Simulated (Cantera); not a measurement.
Charge: 1 mol B2O3, 0.44 mol NH3, held at 2248 K and 0.570 Torr.

Equilibrium computed with Cantera from the NASA thermochemical tables; the gas is ideal and each condensed phase is pure. Candidate condensed phases: B, BN, B2O3, B3O3H3, H2O; 39 gas species. The numbers say what is thermodynamically allowed, not how fast it happens.

Base state: B2O3 0.267, BO 0.169, HBO2 0.153, H2 0.148, H 0.103, N2 0.0998, HBO 0.0209, BO2 0.0190 (mole fractions); condensed: gas only.

### Question
What changes in the equilibrium state with this change: pressure from 0.570 Torr to 0.975 Torr?

### Answer
```
species    before     after
-------  --------  --------
B2O3        0.267     0.289
H2          0.148     0.166
HBO2        0.153     0.151
BO          0.169     0.149
H           0.103    0.0830
BO2        0.0190    0.0136
HBO        0.0209    0.0255
H2O        0.0129    0.0117
N2         0.0998     0.103
O2        2.34e-5   8.96e-6
O        0.000640  0.000303
NO        5.28e-5   3.31e-5
```
